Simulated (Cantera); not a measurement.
# Stirred combustor or abatement burner

A perfectly stirred reactor is fed with H2 : O2 : N2 = 1 : 0.877 : 6.58 (molar parts), equivalence ratio 0.57, at 0.630 bar; it is adiabatic with a 373 K inlet, and is followed from long to short residence time, starting on the burning branch (τ in s: 0.14, 0.062, 0.027, 0.012, 0.0052, 0.0023, 0.00098, 0.00043, 0.00019, 8.2e-05, 3.6e-05, 1.6e-05, 6.8e-06).

Computed with Cantera and the H2/O2 subset of GRI-Mech 3.0, which has no nitrogen chemistry.

```
τ (s)    T (K)      x H2    x O2      x OH    x HO2   x H2O       x H
-------  -----  --------  ------  --------  -------  ------  --------
0.14      1301  0.000277  0.0474  0.000353  5.86e-6   0.125   2.86e-5
0.062     1298  0.000473  0.0474  0.000459  8.40e-6   0.125   6.41e-5
0.027     1293  0.000815  0.0475  0.000597  1.14e-5   0.124  0.000145
0.012     1286   0.00138  0.0477  0.000764  1.46e-5   0.124  0.000317
0.0052    1272   0.00238  0.0480  0.000962  1.80e-5   0.122  0.000695
0.0023    1249   0.00410  0.0488   0.00116  2.13e-5   0.120   0.00143
0.00098   1206   0.00767  0.0505   0.00128  2.57e-5   0.115   0.00281
0.00043   1115    0.0184  0.0560   0.00108  3.44e-5   0.103   0.00431
0.00019    373     0.118   0.104    <1e-12   <1e-12  <1e-12    <1e-12
8.2e-5     373     0.118   0.104    <1e-12   <1e-12  <1e-12    <1e-12
3.6e-5     373     0.118   0.104    <1e-12   <1e-12  <1e-12    <1e-12
1.6e-5     373     0.118   0.104    <1e-12   <1e-12  <1e-12    <1e-12
6.8e-6     373     0.118   0.104    <1e-12   <1e-12  <1e-12    <1e-12
```
x: mole fraction; the columns are a selection and need not sum to one.
